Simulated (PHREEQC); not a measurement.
**Reverse-osmosis permeate (model solution)**

A made-up water analysis in mg/L, 25 °C, pH 6.67, pe 8.6: Na 3.9; K 0.0773; Ca 1.14; Mg 1.13; Cl 1.43; S(6) as SO4 3.15; Alkalinity as HCO3 8.24; Ba 0.158; Br 0.00614; Li 0.00282.

Valence states are taken as typed.

Model: ion-association model, phreeqc.dat, run in PHREEQC.

Precipitation was switched off in this run.

Question: Predict the charge-balance error.

Answer: charge-balance error 14.8 %.

Question: In which forms is Ba present?

Answer: Ba+2 99 %, BaSO4 1.3 % of the Ba.

Species that the database lacks are ignored.
